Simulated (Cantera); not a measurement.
Feed: 1 mol Si, 0.94 mol H2O, a varied amount of N2, equilibrated at 1577 °C and 0.100 bar.

Method: chemical equilibrium by Gibbs-energy minimisation in Cantera with the NASA 1993 tables (ideal gas, pure condensed phases). Candidate condensed phases: H2O, Si, SiO2, Si2N2O, Si3N4; 35 gas species. Mutual solubility and eutectic melting of coexisting phases are not modelled. The tables hold silica as quartz up to 1696 K and as liquid above; real silica turns to tridymite and cristobalite and melts near 1996 K. Equilibrium is a limit: real reactors are often held back by kinetics, nucleation or transport.

x: gas mole fraction; n: condensed amount in mol.

| n(N2) (mol) | x N2 | x H2 | x SiO | x H | x H2O | x Si | n SiO2(condensed) | n Si2N2O(s) |
|---|---|---|---|---|---|---|---|---|
| 5.1 | 0.757 | 0.143 | 0.0991 | 0.000644 | 8.17e-5 | 1.18e-6 | 0.0765 | 0.137 |
| 8.3 | 0.819 | 0.0931 | 0.0874 | 0.000520 | 4.47e-5 | 1.24e-6 | 0 | 0.0604 |
| 14 | 0.884 | 0.0594 | 0.0558 | 0.000415 | 1.26e-5 | 1.79e-6 | 0 | 0.0602 |
| 22 | 0.923 | 0.0394 | 0.0370 | 0.000338 | 3.83e-6 | 2.59e-6 | 0 | 0.0600 |
| 36 | 0.952 | ___ | ___ | ___ | ___ | ___ | 0 | 0.0599 |
| 58 | 0.969 | ___ | ___ | ___ | ___ | ___ | 0 | 0.0596 |
| 95 | 0.981 | 0.00963 | 0.00911 | 0.000167 | 6.02e-8 | 9.92e-6 | 0 | 0.0588 |

### Question
What belongs in the gaps?

### Answer

- 58, x H2: 0.0156
- 58, x SiO: 0.0147
- 58, x H: 0.000213
- 58, x H2O: 2.52e-7
- 58, x Si: 6.20e-6
- 36, x H2: 0.0248
- 36, x SiO: 0.0233
- 36, x H: 0.000268
- 36, x H2O: 9.83e-7
- 36, x Si: 3.99e-6
